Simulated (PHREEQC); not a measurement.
Solution (25 °C): 0.18 mol/kgw CuCl2, 0.00018 mol/kgw HBF4 and 0.00041 mol/kgw Na2SO4. Closed to the air; pH follows from the charge balance.

Computed with PHREEQC (ion-association model, wateq4f.dat).

Each row changes one thing in this solution. Precipitation was switched off in this run.

```tsv
case	pH	ionic strength (mol/kgw)	Cl- (mol/kgw)	SO4-2 (mol/kgw)	HSO4- (mol/kgw)
as made	3.35	0.470	0.324	0.000168	2.28e-6
HBF4 from 0.00018 to 0.000198 mol/kgw	3.32	0.470	0.324	0.000168	2.47e-6
HBF4 from 0.00018 to 0.00036 mol/kgw	3.11	0.470	0.324	0.000167	3.94e-6
temperature from 25 to 45 °C	3.38	0.411	0.293	0.000175	3.57e-6
HBF4 left out	4.15	0.470	0.324	0.000169	3.61e-7
CuCl2 replaced by CdCl2 at the same molality	3.38	0.189	0.159	0.000247	4.03e-6
Na2SO4 replaced by Ag2SO4 at the same molality	3.35	0.471	0.322	0.000168	2.28e-6
```

Some of these states are supersaturated (in Atacamite, Cerargyrite, for instance). Constants without temperature data keep their 25 °C values here. Real BF4- forms and hydrolyses slowly; the run takes it at equilibrium.
